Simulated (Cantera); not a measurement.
Feed: 1 mol SiO₂, 1100 mol H₂, 1.1 mol H₂O, at 1.00 bar.

These are equilibrium values from Cantera (NASA tables, ideal gas, pure condensed phases), not measurements of a reactor. Candidate condensed phases: H₂O, Si, SiO₂; 18 gas species. The tables hold silica as quartz up to 1696 K and as liquid above; real silica turns to tridymite and cristobalite and melts near 1996 K. The numbers say what is thermodynamically allowed, not how fast it happens.

x: gas mole fraction; n: condensed amount in mol.

```csv
T (°C),x H₂,x H₂O,x H,x SiO,n SiO₂(α-quartz),n SiO₂(β-quartz)
452,0.999,0.000999,<1e-12,<1e-12,1.00,0
527,0.999,0.000999,2.90e-12,<1e-12,1.00,0
602,0.999,0.000999,5.01e-11,<1e-12,0,1.00
677,0.999,0.000999,5.56e-10,<1e-12,0,1.00
752,0.999,0.000999,4.35e-9,<1e-12,0,1.00
827,0.999,0.000999,2.58e-8,<1e-12,0,1.00
902,0.999,0.000999,1.23e-7,(withheld),0,1.00
977,0.999,0.000999,4.83e-7,(withheld),0,1.00
1052,0.999,0.000999,1.63e-6,(withheld),0,1.000
1127,0.999,0.000999,4.86e-6,(withheld),0,1.000
1202,0.999,0.001000,1.30e-5,(withheld),0,0.999
```

### Question
Some entries are withheld; supply them.

### Answer

- 902, x SiO: 9.67e-12
- 977, x SiO: 2.79e-10
- 1052, x SiO: 5.45e-9
- 1127, x SiO: 7.68e-8
- 1202, x SiO: 8.21e-7
